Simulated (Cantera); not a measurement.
Cantera with NASA thermochemical tables; ideal gases at 1 bar, condensed phases pure. Values are per mole of reaction as written; species without (g) are pure solids or liquids, kept so even where they would boil at 1 bar.

**Question.** Between 523 and 1198 K, where is each reaction favourable under standard conditions?
- 2 Cr2N + 3 H2(g) → 2 NH3(g) + 4 Cr

**Answer.** 
- 2 Cr2N + 3 H2(g) → 2 NH3(g) + 4 Cr: ΔG° is 185 kJ at 523 K and 247 kJ at 1198 K; it stays positive (K < 1). ΔH° is 122 kJ and ΔS° -104 J/K at 1198 K.
